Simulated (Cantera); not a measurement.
Charge: 1 mol Fe(CO)5, 0.63 mol CO, 3.6 mol N2, held at 1025 K and 1400 Pa.

Method: chemical equilibrium by Gibbs-energy minimisation in Cantera with the NASA 1993 tables (ideal gas, pure condensed phases). Candidate condensed phases: C, Fe, Fe(CO)5, FeO, Fe2O3, Fe3O4; 27 gas species. Condensed phases not in the tables: cementite and carbon dissolved in iron. Kinetics and transport are ignored.

Base state: CO 0.607, N2 0.391, CO2 0.00178 (mole fractions); condensed: C(graphite) + Fe(α).

Task: What changes in the equilibrium state with this change: N2 from 3.6 to 19 mol?

Result: 
| species | before | after |
|---|---|---|
| N2 | 0.391 | 0.772 |
| CO | 0.607 | 0.228 |
| CO2 | 0.00178 | 0.000251 |
| C(graphite), mol | 0.0164 | 0.00617 |
| Fe(α), mol | 1.00 | 1.00 |

Task: What changes in the equilibrium state with this change: Fe(CO)5 replaced by PbO?

Result: 
```csv
species,before,after
N2,0.391,0.849
CO2,0.00178,0.149
Pb,0,0.00199
CO,0.607,1.84e-5
PbO,0,4.89e-5
"C(graphite), mol",0.0164,0
"Fe(α), mol",1.00,0
"Pb(l), mol",0,0.622
"PbO(yellow), mol",0,0.370
```
Mutual solubility and eutectic melting of coexisting phases are not modelled. Further candidate phases: Pb, PbO, PbO2, Pb3O4.
